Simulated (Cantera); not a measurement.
A perfectly stirred reactor is fed with CH4 : O2 : N2 = 0.019 : 0.0034 : 1 (molar parts), at 500000 Pa; it is held at 1375 K, and followed from long to short residence time.

Cantera simulation using GRI-Mech 3.0 (53 species, 325 reactions); the numbers are that mechanism's predictions, not measurements. GRI-Mech 3.0 stops at C3 and has no aromatics, soot or wall deposition, so with more carbon than oxygen in the feed, carbon stays in small species such as C2H2 where larger ones or solid carbon would form.

### Question
What does this change do: N2 1 to 0.72 parts?

### Answer
| quantity | before | after |
|---|---|---|
| x(CH4) at τ = 1.70 s | 0.0128 | 0.0175 |
| x(O2) at τ = 1.70 s | 0.000377 | 0.000426 |
| x(CH3) at τ = 1.70 s | 4.71e-6 | 5.38e-6 |
| x(CH2) at τ = 1.70 s | 5.51e-10 | 6.03e-10 |
| x(N2O) at τ = 1.70 s | 8.31e-10 | 9.04e-10 |
| x(CH4) at τ = 0.120 s | 0.0171 | 0.0230 |
| x(O2) at τ = 0.120 s | 0.00262 | 0.00326 |
| x(CH3) at τ = 0.120 s | 8.43e-6 | 1.03e-5 |
| x(CH2) at τ = 0.120 s | 3.41e-10 | 5.46e-10 |
| x(N2O) at τ = 0.120 s | 2.20e-9 | 3.24e-9 |
